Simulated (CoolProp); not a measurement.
Vapour-liquid equilibrium of acetone (1) + n-hexane (2) at 331.3 K; x and y are mole fractions of (1).

Computed with CoolProp (multi-fluid Helmholtz-energy mixture model, Lemmon 2006 and Thol 2019; pair parameters Bell 2016).

| x | bubble pressure (MPa) | y at the bubble point | dew pressure at overall composition x (MPa) | liquid density (mol/L) |
|---|---|---|---|---|
| 0.05 | 0.08931 | 0.225 | 0.07512 | 7.385 |
| 0.2 | 0.1176 | 0.469 | 0.08696 | 7.880 |
| 0.35 | 0.1282 | 0.551 | 0.1025 | 8.469 |
| 0.5 | 0.1322 | 0.597 | 0.1218 | 9.177 |
| 0.65 | 0.1333 | 0.642 | 0.1332 | 10.04 |
| 0.8 | 0.1307 | 0.714 | 0.1246 | 11.08 |
| 0.95 | 0.1179 | 0.883 | 0.1126 | 12.36 |

y crosses x between x = 0.5 and 0.65: the model has an azeotrope there.

Pair parameters are fitted to limited data, so mixtures are less certain than the pure fluids. With so large a gap from Raoult's law the liquid may split in two, which this calculation doesn't test in full.
